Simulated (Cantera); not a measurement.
Charge: 1 mol Si2H6, 0.23 mol HCl, 21 mol N2, equilibrated at 190000 Pa.

Cantera equilibrium calculation (NASA polynomials, part measured and part estimated; ideal gas, pure solids and liquids). Candidate condensed phases: NH4Cl, Si, Si3N4; 28 gas species. The feed counts by its element totals alone. N2 is the only nitrogen source here; it is nearly inert below about 1500 K, so the nitride shown seldom forms there in practice. Equilibrium is a limit: real reactors are often held back by kinetics, nucleation or transport. All values below are at 1000 K.

Base state: N2 0.859, H2 0.131, HCl 0.0100, NH3 4.86e-5 (mole fractions); condensed: Si3N4(s).

### Question
What changes in the equilibrium state with this change: HCl from 0.23 to 2.4 mol?

### Answer
```json
[
 {"species": "N2", "before": "0.859", "after": "0.786"},
 {"species": "H2", "before": "0.131", "after": "0.123"},
 {"species": "HCl", "before": "0.0100", "after": "0.0886"},
 {"species": "SiCl4", "before": "2.45e-7", "after": "0.00178"},
 {"species": "SiHCl3", "before": "2.25e-8", "after": "1.74e-5"},
 {"species": "NH3", "before": "4.86e-5", "after": "4.24e-5"},
 {"species": "Si3N4(s), mol", "before": "0.667", "after": "0.652"}
]
```
